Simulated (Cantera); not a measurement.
An isothermal, constant-pressure homogeneous reactor starts with 20.8 % CH4, 79.2 % N2, at 1973 K and 10.00 Torr.

Detailed kinetics in Cantera: GRI-Mech 3.0 (53 species, 325 reactions). GRI-Mech 3.0 stops at C3 and has no aromatics, soot or wall deposition, so with more carbon than oxygen in the feed, carbon stays in small species such as C2H2 where larger ones or solid carbon would form. Radical loss at walls, strong at low pressure, is not modelled.

### Question
Predict: x(CH4) at 200 s; x(CH3) at 200 s; x(HCN) at 200 s; x(C2H) at 200 s; x(CH2) at 200 s; x(H) at 200 s; x(C2H2) at 200 s.

### Answer
```
Quantity                                           Result
----------------  ---------------------------------------
x(CH4) at 200 s   5.05e-6 (gas-phase equilibrium 5.84e-6)
x(CH3) at 200 s   2.33e-6 (gas-phase equilibrium 2.69e-6)
x(HCN) at 200 s    0.00115 (gas-phase equilibrium 0.0998)
x(C2H) at 200 s   3.39e-5 (gas-phase equilibrium 1.43e-5)
x(CH2) at 200 s   6.91e-8 (gas-phase equilibrium 7.99e-8)
x(H) at 200 s     0.00594 (gas-phase equilibrium 0.00594)
x(C2H2) at 200 s    0.0853 (gas-phase equilibrium 0.0360)
```
